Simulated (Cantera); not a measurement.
Input: 1 mol Si, 0.77 mol Cl2, 3.8 mol H2, equilibrated at 477 °C and 1.30 bar.

Equilibrium computed with Cantera from the NASA thermochemical tables; the gas is ideal and each condensed phase is pure. Candidate condensed phases: Si; 19 gas species. Equilibrium is a limit: real reactors are often held back by kinetics, nucleation or transport.

Base state: H2 0.894, SiCl4 0.0589, SiHCl3 0.0438, SiH2Cl2 0.00239, HCl 0.000545, SiH3Cl 2.90e-5 (mole fractions); condensed: Si(s).

Problem. What changes in the equilibrium state with this change: temperature from 477 °C to 1177 °C?

Solution. 
```csv
species,before,after
H2,0.894,0.814
HCl,0.000545,0.0959
SiCl2,2.87e-7,0.0348
SiCl4,0.0589,0.0226
SiCl3,9.58e-6,0.0147
SiHCl3,0.0438,0.0165
SiH3Cl,2.90e-5,6.16e-5
SiH2Cl2,0.00239,0.00187
"Si(s), mol",0.565,0.605
```
The tables' values for SiCl3 are old estimates; treat these amounts as uncertain.
